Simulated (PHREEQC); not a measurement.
Solution (20 °C): 0.31 mol/kgw H2SO4, 0.0008 mol/kgw CuSO4 and 0.00082 mol/kgw Fe2(SO4)3. Closed to the air; pH follows from the charge balance.

Model: ion-association model, wateq4f.dat, run in PHREEQC.

Question: The ionic strength comes out as 0.384 mol/kgw. What activity coefficients do Fe(SO4)2-, SO4-2, Fe+3, H+, FeHSO4+2 get?

Answer: Fe(SO4)2- 0.73, SO4-2 0.23, Fe+3 0.10, H+ 0.77, FeHSO4+2 0.29.

No solid was allowed to form.
